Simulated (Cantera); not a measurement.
A perfectly stirred reactor is fed with CO : H2 : CH4 : O2 : N2 = 1 : 0.092 : 0.3 : 1.98 : 7.43 (molar parts), equivalence ratio 0.58, at 0.592 atm; it is adiabatic with a 675 K inlet, and is followed from long to short residence time, starting on the burning branch (τ in s: 0.063, 0.025, 0.01, 0.0042, 0.0017, 0.00069, 0.00028, 0.00011, 4.7e-05, 1.9e-05, 7.7e-06, 3.1e-06).

Computed with Cantera and GRI-Mech 3.0 (53 species, 325 reactions).

What does this change do: pressure from 0.592 atm to 0.375 atm?


| quantity | before | after |
|---|---|---|
| blow-out, bracketed by the residence times tried | burning at 0.280 ms, out at 0.110 ms | burning at 0.280 ms, out at 0.110 ms |
| x(CO) at τ = 63.0 ms | 0.00387 | 0.00607 |
| x(H2) at τ = 63.0 ms | 0.000407 | 0.000667 |
| x(CH4) at τ = 63.0 ms | 2.98e-6 | 3.39e-6 |
| x(CO2) at τ = 63.0 ms | 0.122 | 0.120 |
| x(C2H) at τ = 63.0 ms | <1e-12 | <1e-12 |
| x(CO) at τ = 0.280 ms | 0.0424 | 0.0558 |
| x(H2) at τ = 0.280 ms | 0.00376 | 0.00459 |
| x(CH4) at τ = 0.280 ms | 0.000238 | 0.000489 |
| x(CO2) at τ = 0.280 ms | 0.0796 | 0.0648 |
| x(C2H) at τ = 0.280 ms | 2.01e-12 | 2.42e-12 |
